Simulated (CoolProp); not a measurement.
Vapour-liquid equilibrium of CH2F2 (R32) (1) + R236FA (2) at 116 kPa; x and y are mole fractions of (1).

Values from CoolProp's multi-fluid Helmholtz-energy mixture model, Tillner-Roth 1997 and Pan 2012; pair parameters Bell 2016.

Q: Give the bubble temperature and the first vapour's composition at x = 0.05, 0.2, 0.65. Is there an azeotrope?

A: x = 0.05: 268.3 K, y = 0.268; x = 0.2: 253.0 K, y = 0.688; x = 0.65: 231.9 K, y = 0.953. No azeotrope shows between x = 0.05 and 0.95.

Pair parameters are fitted to limited data, so mixtures are less certain than the pure fluids. The gap from Raoult's law changes sign with composition, which may be real or a fault of the pair parameters; it wasn't checked against measurements.
